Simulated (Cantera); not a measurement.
Equilibrium for iron carbonyl, mercury and lead vapours: Fe(CO)5 + H2

Input: 1 mol Fe(CO)5, a varied amount of H2, held at 748.15 K and 1.33 mbar.

Method: chemical equilibrium by Gibbs-energy minimisation in Cantera with the NASA 1993 tables (ideal gas, pure condensed phases). Candidate condensed phases: C, C6H6, C7H8, C8H18, Fe, Fe(CO)5, FeO, Fe(OH)2, Fe(OH)3, Fe2O3, Fe3O4, H2O; 114 gas species. Condensed phases not in the tables: cementite and carbon dissolved in iron. The numbers say what is thermodynamically allowed, not how fast it happens.

From 1.7 mol H2 to 12 mol H2 the condensed part is C(graphite) + Fe(α).

```json
[
 {"n(H2) (mol)": "1.7", "log p H2": "-3.41", "log p CO": "-3.18", "log p CO2": "-3.58", "log p H2O": "-4.61", "log p CH4": "-6.31", "n C(graphite)": "1.18", "n Fe(α)": "1.00"},
 {"n(H2) (mol)": "2.8", "log p H2": "-3.28", "log p CO": "-3.24", "log p CO2": "-3.70", "log p H2O": "-4.53", "log p CH4": "-6.03", "n C(graphite)": "1.13", "n Fe(α)": "1.00"},
 {"n(H2) (mol)": "3.8", "log p H2": "-3.20", "log p CO": "-3.29", "log p CO2": "-3.80", "log p H2O": "-4.51", "log p CH4": "-5.89", "n C(graphite)": "1.09", "n Fe(α)": "1.00"},
 {"n(H2) (mol)": "4.9", "log p H2": "-3.15", "log p CO": "-3.33", "log p CO2": "-3.89", "log p H2O": "-4.50", "log p CH4": "-5.78", "n C(graphite)": "1.05", "n Fe(α)": "1.00"},
 {"n(H2) (mol)": "6", "log p H2": "-3.11", "log p CO": "-3.37", "log p CO2": "-3.97", "log p H2O": "-4.50", "log p CH4": "-5.71", "n C(graphite)": "1.02", "n Fe(α)": "1.00"},
 {"n(H2) (mol)": "7", "log p H2": "-3.09", "log p CO": "-3.41", "log p CO2": "-4.04", "log p H2O": "-4.51", "log p CH4": "-5.66", "n C(graphite)": "0.992", "n Fe(α)": "1.00"},
 {"n(H2) (mol)": "8.1", "log p H2": "-3.07", "log p CO": "-3.44", "log p CO2": "-4.10", "log p H2O": "-4.52", "log p CH4": "-5.61", "n C(graphite)": "0.965", "n Fe(α)": "1.00"},
 {"n(H2) (mol)": "9.2", "log p H2": "-3.05", "log p CO": "-3.47", "log p CO2": "-4.16", "log p H2O": "-4.54", "log p CH4": "-5.58", "n C(graphite)": "0.940", "n Fe(α)": "1.00"},
 {"n(H2) (mol)": "10", "log p H2": "-3.04", "log p CO": "-3.49", "log p CO2": "-4.21", "log p H2O": "-4.55", "log p CH4": "-5.56", "n C(graphite)": "0.923", "n Fe(α)": "1.00"},
 {"n(H2) (mol)": "11", "log p H2": "-3.03", "log p CO": "-3.52", "log p CO2": "-4.26", "log p H2O": "-4.56", "log p CH4": "-5.53", "n C(graphite)": "0.903", "n Fe(α)": "1.00"},
 {"n(H2) (mol)": "12", "log p H2": "-3.02", "log p CO": "-3.54", "log p CO2": "-4.30", "log p H2O": "-4.57", "log p CH4": "-5.51", "n C(graphite)": "0.885", "n Fe(α)": "1.00"}
]
```
log p: log10 of the partial pressure in bar; n: condensed amount in mol.
